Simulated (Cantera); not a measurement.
Feed: 1 mol C2H5OH, 0.18 mol NH3, held at 14.0 bar.

These are equilibrium values from Cantera (NASA tables, ideal gas, pure condensed phases), not measurements of a reactor. Candidate condensed phases: C, C6H6, C7H8, C8H18, H2O; 169 gas species. Ions and electrons are included (thermal ionisation). Equilibrium is a limit: real reactors are often held back by kinetics, nucleation or transport.

### Question
At 2750 K, list the 5 most abundant gas species with their mole fractions, and the condensed phases.

### Answer
H2 0.708, CO 0.228, C2H2 (acetylene) 0.0199, H 0.0154, N2 0.0135. Condensed: C(graphite).
